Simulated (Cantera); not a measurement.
Input: 1 mol HMDSO, 2 mol H2O, 4.2 mol H2, equilibrated at 902 °C and 8.80e-5 bar.

Method: chemical equilibrium by Gibbs-energy minimisation in Cantera with the NASA 1993 tables (ideal gas, pure condensed phases). Candidate condensed phases: C, C6H6, C7H8, C8H18, H2O, Si, SiC, SiO2; 123 gas species. The feed counts by its element totals alone. Kinetics and transport are ignored.

Base state: H2 0.835, CO 0.165, SiO 5.63e-5, H 1.19e-5 (mole fractions); condensed: C(graphite) + SiC(s).

Question: What changes in the equilibrium state with this change: pressure from 8.80e-5 bar to 0.100 bar?

Answer: 
```tsv
species	before	after
H2	0.835	0.998
CH4	1.18e-6	0.00191
CO	0.165	0.000286
SiO	5.63e-5	9.76e-8
H	1.19e-5	3.87e-7
C(graphite), mol	1.00	5.46
SiC(s), mol	2.00	0.502
SiO2(β-quartz), mol	0	1.50
```
Mutual solubility and eutectic melting of coexisting phases are not modelled. The tables hold silica as quartz up to 1696 K and as liquid above; real silica turns to tridymite and cristobalite and melts near 1996 K.
